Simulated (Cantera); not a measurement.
An adiabatic, constant-volume homogeneous reactor starts with CH3OH : O2 : N2 = 1 : 0.714 : 7.86 (molar parts), at 1550 K and 1.20 bar. Integrator tolerance rtol = 1e-08.

Model: GRI-Mech 3.0 (53 species, 325 reactions), integrated in Cantera. GRI-Mech 3.0 was tuned for natural gas; its chemistry of methanol as a main component is partial and can be far from experiment.

Task: What does this change do: N2 7.86 to 16 parts?

Result: 
| quantity | before | after |
|---|---|---|
| time of steepest temperature rise | 0.127 ms | 0.169 ms |
| temperature at 0.200 s | 2380 K | 2060 K |
| equilibrium temperature | 2380 K | 2060 K |
| x(CH3OH) at 0.200 s | <1e-12 (gas-phase equilibrium <1e-12) | <1e-12 (gas-phase equilibrium <1e-12) |
| x(O2) at 0.200 s | 1.23e-5 (gas-phase equilibrium 1.23e-5) | 2.60e-7 (gas-phase equilibrium 2.60e-7) |
| x(CO2) at 0.200 s | 0.0194 (gas-phase equilibrium 0.0194) | 0.0124 (gas-phase equilibrium 0.0124) |
| x(C2H6) at 0.200 s | <1e-12 (gas-phase equilibrium <1e-12) | <1e-12 (gas-phase equilibrium <1e-12) |
| x(C2H) at 0.200 s | <1e-12 (gas-phase equilibrium <1e-12) | <1e-12 (gas-phase equilibrium <1e-12) |
| x(CH3) at 0.200 s | 3.82e-12 (gas-phase equilibrium 4.31e-12) | <1e-12 (gas-phase equilibrium <1e-12) |
